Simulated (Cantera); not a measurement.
A perfectly stirred reactor is fed with 17.3 % H₂, 82.5 % O₂, 0.149 % H₂O, equivalence ratio 0.10, at 20.0 Torr; it is held at 973 K, and followed from long to short residence time.

Model: the H2/O2 subset of GRI-Mech 3.0, which has no nitrogen chemistry, integrated in Cantera. Radical loss at walls, strong at low pressure, is not modelled. The temperature is held fixed by assumption; the heat of reaction is taken as removed at once.

One state of this run: x H₂ = 0.00505; x O₂ = 0.807; x H₂O₂ = 9.74e-7; x O = 0.00204; x HO₂ = 2.40e-5. x: mole fraction; the columns are a selection and need not sum to one.

### Question
Which value of τ (s) does it belong to?
A) 0.0092
B) 0.085
C) 0.00033
D) 0.26

### Answer
B, 0.085
